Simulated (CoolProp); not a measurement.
Saturated liquid density (kg/m³) of acetone: the reference equation beside estimates from Tc = 235.0 °C, pc = 4692 kPa, ω = 0.307. Rackett uses Z = 0.29056 − 0.08775 ω.

Computed with CoolProp (reference Helmholtz-energy equation of state, Lemmon 2006). It is a short technical equation, of lower accuracy than the large ones.

| T (°C) | reference | Rackett | Soave-Redlich-Kwong |
|---|---|---|---|
| 107.75 | 683.3 | 600.5 | 531.8 |
| 111.85 | 677.6 | 595.5 | 526.7 |
| 116.05 | 671.7 | ___ | 521.4 |
| 120.15 | 665.8 | 585.1 | ___ |
| 124.25 | ___ | 579.8 | 510.6 |
| 128.35 | 653.7 | 574.5 | 505.0 |
| 132.55 | 647.3 | 568.9 | 499.1 |
| 136.65 | 640.9 | 563.4 | 493.1 |
| 140.75 | 634.4 | 557.7 | ___ |
| 144.85 | 627.8 | 552.0 | 480.8 |
| 149.05 | 620.8 | 545.9 | 474.1 |
| 153.15 | 613.9 | 539.9 | 467.5 |
| 157.25 | 606.7 | 533.7 | 460.6 |
| 161.45 | 599.2 | 527.2 | 453.3 |
| 165.55 | 591.6 | 520.6 | 445.9 |

Task: Complete the blanks.

Result: 
- 116.05, Rackett: 590.3
- 120.15, Soave-Redlich-Kwong: 516.1
- 124.25, reference: 659.8
- 140.75, Soave-Redlich-Kwong: 487.0

Absolute difference from the reference over all 15 rows, mean and median: Rackett 12.1 and 12.1 %, Soave-Redlich-Kwong 23.2 and 23.1 %.
